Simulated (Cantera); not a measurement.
# Equilibrium for fluorocarbon and chlorocarbon gases: CH3F

A closed system holds: 1 mol CH3F, held at 2100 K and 15.8 Torr.

Equilibrium computed with Cantera from the NASA thermochemical tables; the gas is ideal and each condensed phase is pure. Candidate condensed phases: C, C6H6, C7H8, C8H18; 95 gas species. Rates play no part.

| Item | Result |
|---|---|
| x(HF) | 0.496 |
| x(H2) | 0.488 |
| x(H) | 0.0150 |
| x(C2H2 (acetylene)) | 0.000705 |
| x(F) | 9.25e-6 |
| x(CH4) | 1.65e-6 |
| n(C(graphite)) | 0.997 mol |
| gas amount | 2.015 mol |
